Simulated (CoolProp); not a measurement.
n-perfluorohexane along the isobar 1200 kPa: fugacity coefficient from the reference equation and from simpler models built on Tc = 448.0 K, pc = 1742 kPa, ω = 0.497; each cubic takes its own stable root.

Values from CoolProp's reference Helmholtz-energy equation of state, Gao 2022.

| T (K) | phase | reference |
|---|---|---|
| 196.1 | liquid | 1.299e-5 |
| 214.6 | liquid | 0.0001032 |
| 233 | liquid | 0.0005449 |
| 251.5 | liquid | 0.002142 |
| 269.9 | liquid | 0.006608 |
| 288.4 | liquid | 0.01701 |
| 306.8 | liquid | 0.03752 |
| 325.3 | liquid | 0.07356 |
| 343.7 | liquid | 0.1300 |
| 362.2 | liquid | 0.2117 |
| 380.6 | liquid | 0.3202 |
| 399.1 | liquid | 0.4566 |

### Question
How far does each simpler model (van der Waals, Redlich-Kwong, Soave-Redlich-Kwong, Peng-Robinson) lie from the reference over these 12 states: mean and median of the absolute difference, and the worst?

### Answer
- van der Waals: mean 16723.3 %, median 810.7 %, worst +146320.3 % at 196.1 K and 1200 kPa
- Redlich-Kwong: mean 709.8 %, median 233.3 %, worst +3692.1 % at 196.1 K and 1200 kPa
- Soave-Redlich-Kwong: mean 4.4 %, median 2.8 %, worst +16.8 % at 196.1 K and 1200 kPa
- Peng-Robinson: mean 9.0 %, median 2.1 %, worst +44.0 % at 196.1 K and 1200 kPa
